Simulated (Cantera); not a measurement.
Input: 1 mol SiH2Cl2, 0.18 mol O3, 2 mol N2, held at 0.000580 bar.

Points: T (K) = 750, 825, 900, 975, 1050, 1125, 1200, 1275, 1350.

Cantera's Mixture.equilibrate('TP', solver="vcs", rtol=1e-11, max_steps=5000) on the NASA tables stopped like this:

```
ERROR: FAILURE its = 5001!

*******************************************************************************
CanteraError thrown by MultiPhase::equilibrate:
VCS solver failed. Return code: -1
*******************************************************************************
```

Task: What got this run through?

Result: One answer among several that fit: The failure is numerical, not chemical. The same input converged with solver="gibbs", rtol=1e-10, max_steps=50000, and the result passed a check of the equilibrium conditions:
```
log10 of partial pressures in bar; condensed amounts in mol
       T/K       HCL        N2        H2     SiCL4     SiCL2     SiCL3 SiO2(Lqz) SiO2(hqz) Si2N2O(s)
       750    -3.496    -3.598    -5.242    -5.543   -15.470   -11.639   0.03244         0    0.4751
       825    -3.499    -3.597    -5.159    -5.460   -13.384   -10.395   0.03366         0    0.4727
       900    -3.502    -3.597    -5.088    -5.389   -11.650    -9.359         0   0.03489    0.4702
       975    -3.505    -3.596    -5.028    -5.330   -10.186    -8.484         0    0.0361    0.4678
      1050    -3.509    -3.595    -4.977    -5.279    -8.936    -7.736         0    0.0373    0.4654
      1125    -3.512    -3.594    -4.931    -5.237    -7.856    -7.092         0   0.03852     0.463
      1200    -3.515    -3.593    -4.888    -5.209    -6.918    -6.535         0   0.03995    0.4601
      1275    -3.520    -3.592    -4.841    -5.210    -6.107    -6.065         0   0.04236    0.4551
      1350    -3.530    -3.591    -4.770    -5.291    -5.428    -5.708         0   0.04779     0.442
```

The gas is ideal and each condensed phase is pure. N2 is the only nitrogen source here; it is nearly inert below about 1500 K, so the nitride shown seldom forms there in practice. Mutual solubility and eutectic melting of coexisting phases are not modelled. The tables' values for SiCl3 are old estimates; treat these amounts as uncertain. The tables hold silica as quartz up to 1696 K and as liquid above; real silica turns to tridymite and cristobalite and melts near 1996 K.
